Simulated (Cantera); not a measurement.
An isothermal, constant-pressure homogeneous reactor starts with CH4 : H2 = 5.8 : 150 (molar parts), at 1675 K and 0.140 bar.

Model: GRI-Mech 3.0 (53 species, 325 reactions), integrated in Cantera. GRI-Mech 3.0 stops at C3 and has no aromatics, soot or wall deposition, so with more carbon than oxygen in the feed, carbon stays in small species such as C2H2 where larger ones or solid carbon would form.

x: mole fraction; the columns are a selection and need not sum to one.

| t (s) | x CH4 | x H2 | x H | x C2H4 | x C2H |
|---|---|---|---|---|---|
| 0.000400 | 0.0372 | 0.963 | 3.08e-5 | 3.78e-8 | <1e-12 |
| 0.00110 | 0.0372 | 0.963 | 8.25e-5 | 8.10e-7 | <1e-12 |
| 0.00301 | 0.0370 | 0.963 | 0.000192 | 1.34e-5 | 3.56e-12 |
| 0.00826 | 0.0367 | 0.963 | 0.000274 | 5.74e-5 | 1.42e-10 |
| 0.0227 | 0.0357 | 0.963 | 0.000279 | 6.64e-5 | 8.05e-10 |
| 0.0622 | 0.0333 | 0.964 | 0.000281 | 6.79e-5 | 2.51e-9 |
| 0.171 | 0.0280 | 0.967 | 0.000285 | 7.31e-5 | 6.27e-9 |
| 0.469 | 0.0193 | 0.972 | 0.000292 | 8.68e-5 | 1.26e-8 |
| 1.29 | … | 0.976 | 0.000301 | … | … |
| 3.53 | 0.00487 | 0.979 | 0.000307 | 0.000126 | 2.39e-8 |
| 9.68 | 0.00294 | 0.980 | 0.000309 | 0.000132 | 2.55e-8 |
| 26.6 | 0.00274 | 0.980 | 0.000309 | 0.000133 | 2.57e-8 |
| 72.9 | 0.00274 | 0.980 | 0.000309 | 0.000133 | 2.57e-8 |
| 200 | 0.00274 | 0.980 | 0.000309 | 0.000133 | 2.57e-8 |

**Question.** Some entries are withheld; supply them.

**Answer.** 
- 1.29, x CH4: 0.0104
- 1.29, x C2H4: 0.000108
- 1.29, x C2H: 1.95e-8
